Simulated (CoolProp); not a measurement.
Vapour-liquid equilibrium of n-hexane (1) + o-xylene (2) at 5.93 bar; x and y are mole fractions of (1).

Model: multi-fluid Helmholtz-energy mixture model, Thol 2019 and Zhou 2012; pair parameters Bell 2016, in CoolProp.

```tsv
x	bubble temperature, mixture model (K)	bubble temperature, Raoult's law (K)	y, mixture model	y, Raoult's law
0.05	490.5	490.1	0.169	0.197
0.15	474.9	474.5	0.422	0.466
0.25	462.1	461.9	0.590	0.635
0.35	451.6	451.5	0.705	0.747
0.45	442.8	442.8	0.786	0.824
0.55	435.5	435.3	0.846	0.880
0.65	429.1	428.8	0.892	0.920
0.75	423.4	423.0	0.929	0.951
0.85	418.3	417.9	0.961	0.974
0.95	413.5	413.4	0.988	0.992
```

The largest gap from Raoult's law is +0.4 K in bubble temperature, at x = 0.75. No azeotrope shows between x = 0.05 and 0.95.

The pair parameters rest on a limited set of measurements; away from them the model extrapolates.
